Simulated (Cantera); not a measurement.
**NO annealing gas**

A perfectly stirred reactor is fed with NO : N₂ = 1 : 0.12 (molar parts), at 13300 Pa; it is held at 1675 K, and followed from long to short residence time.

Cantera simulation using GRI-Mech 3.0 (53 species, 325 reactions); the numbers are that mechanism's predictions, not measurements.

| τ (s) | x NO | x N₂ | x N₂O | x O | x NO₂ |
|---|---|---|---|---|---|
| 6.9 | 0.804 | 0.151 | 0.000225 | 2.25e-5 | 0.000451 |
| 2.2 | 0.861 | 0.123 | 0.000260 | 1.57e-5 | 0.000313 |
| 0.69 | 0.883 | 0.112 | 0.000266 | 1.20e-5 | 0.000227 |
| 0.22 | 0.890 | 0.109 | 0.000244 | 1.01e-5 | 0.000182 |
| 0.068 | 0.892 | 0.107 | 0.000184 | 8.63e-6 | 0.000146 |
| 0.021 | 0.893 | 0.107 | 0.000101 | 6.64e-6 | 9.52e-5 |
| 0.0067 | 0.893 | 0.107 | 4.23e-5 | 4.50e-6 | 4.18e-5 |
| 0.0021 | 0.893 | 0.107 | 1.47e-5 | 3.00e-6 | 1.26e-5 |
| 0.00066 | 0.893 | 0.107 | 4.79e-6 | 1.95e-6 | 2.97e-6 |
x: mole fraction; the columns are a selection and need not sum to one.
